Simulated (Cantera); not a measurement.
Mixture: H₂ : O₂ : N₂ = 1 : 0.455 : 1.71 (molar parts), equivalence ratio 1.1, at 1.01 bar, adiabatic and at constant volume. Ignition delay is the time to a rise of 400 K.

Model: the H2/O2 subset of GRI-Mech 3.0, which has no nitrogen chemistry, integrated in Cantera. Where the delays flatten at high temperature, the 400 K rule measures the pace of heat release, not the induction time.

Task: Predict: delay at 975 K; delay at 1125 K; delay at 1275 K; delay at 1425 K; delay at 1575 K.

Result: 
```json
{
  "delay at 975 K": "0.754 ms",
  "delay at 1125 K": "71.2 µs",
  "delay at 1275 K": "30.8 µs",
  "delay at 1425 K": "18.1 µs",
  "delay at 1575 K": "13.1 µs"
}
```
